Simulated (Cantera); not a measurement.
A perfectly stirred reactor is fed with H2 : O2 : N2 = 1.5 : 1 : 0.84 (molar parts), equivalence ratio 0.75, at 100.0 Torr; it is held at 1123 K, and followed from long to short residence time.

Cantera simulation using the H2/O2 subset of GRI-Mech 3.0, which has no nitrogen chemistry; the numbers are that mechanism's predictions, not measurements. The temperature is held fixed by assumption; the heat of reaction is taken as removed at once.

```tsv
quantity	before	after
x(H2) at τ = 0.570 s	0.00133	0.000219
x(O2) at τ = 0.570 s	0.0969	0.479
x(H2O) at τ = 0.570 s	0.577	0.0830
x(H2O2) at τ = 0.570 s	2.57e-6	4.98e-7
x(HO2) at τ = 0.570 s	1.90e-5	5.66e-6
x(H2) at τ = 39.0 ms	0.00704	0.00109
x(O2) at τ = 39.0 ms	0.0992	0.479
x(H2O) at τ = 39.0 ms	0.568	0.0818
x(H2O2) at τ = 39.0 ms	4.68e-6	1.08e-6
x(HO2) at τ = 39.0 ms	3.59e-5	1.67e-5
```

Problem. Name the change that produced these shifts.
(A) H2 1.5 to 0.62 parts
(B) H2 1.5 to 0.16 parts
(C) H2 1.5 to 0.53 parts
(D) temperature 1123 to 1175 K

Solution. B, H2 1.5 to 0.16 parts
